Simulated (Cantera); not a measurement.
**Ammonia decomposition in nitride growth gas**

A perfectly stirred reactor is fed with 19.6 % NH3, 80.4 % N2, at 225 Torr; it is held at 1700 K, and followed from long to short residence time.

Detailed kinetics in Cantera: the gas-phase N/H chemistry of the illustrative SiF4/NH3 mechanism in the Surface Chemkin manual (1991). Walls and surfaces, which speed up NH3 decomposition in real reactors, are not modelled.

```csv
τ (s),x NH3,x N2,x N,x H2,x N2H4,x NH
8.2,0.0706,0.772,5.44e-8,0.157,5.53e-9,7.00e-7
2.4,0.121,0.785,5.49e-8,0.0934,1.26e-8,8.82e-7
0.71,0.164,0.796,4.32e-8,0.0406,2.08e-8,9.35e-7
0.21,0.185,0.801,2.17e-8,0.0139,2.77e-8,8.17e-7
0.061,0.193,0.803,6.71e-9,0.00407,3.18e-8,6.25e-7
0.018,0.195,0.804,1.76e-9,0.00108,2.99e-8,4.74e-7
0.0052,0.196,0.804,4.06e-10,0.000210,1.79e-8,3.04e-7
0.0015,0.196,0.804,7.77e-11,2.75e-5,3.53e-9,8.86e-8
```
x: mole fraction; the columns are a selection and need not sum to one.
